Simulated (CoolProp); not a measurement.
Vapour-liquid equilibrium of m-xylene (1) + o-xylene (2) at 0.0639 MPa; x and y are mole fractions of (1).

Computed with CoolProp (multi-fluid Helmholtz-energy mixture model, Zhou 2012 and Zhou 2012; pair parameters Bell 2016).

```
x      bubble temperature (K)  y at the bubble point  dew temperature at overall composition x (K)  liquid density (mol/L)
-----  ----------------------  ---------------------  --------------------------------------------  ----------------------
0.05                    400.7                  0.057                                         400.7                   7.391
0.125                   400.3                  0.141                                         400.4                   7.381
0.2                     399.9                  0.224                                         400.0                   7.371
0.275                   399.5                  0.305                                         399.6                   7.362
0.35                      ___                  0.385                                         399.3                   7.352
0.425                   398.7                    ___                                         398.9                   7.342
0.5                     398.3                  0.538                                         398.5                   7.332
0.575                   397.9                  0.611                                         398.1                     ___
0.65                    397.5                  0.683                                         397.7                   7.312
0.725                   397.1                  0.753                                         397.3                   7.302
0.8                     396.7                  0.822                                         396.9                   7.292
0.875                   396.4                  0.889                                         396.5                   7.282
0.95                    396.0                    ___                                         396.1                   7.272
```

What belongs in the gaps?


- 0.35, bubble temperature (K): 399.1
- 0.425, y at the bubble point: 0.462
- 0.575, liquid density (mol/L): 7.322
- 0.95, y at the bubble point: 0.956

No azeotrope shows between x = 0.05 and 0.95.

Pair parameters are fitted to limited data, so mixtures are less certain than the pure fluids.
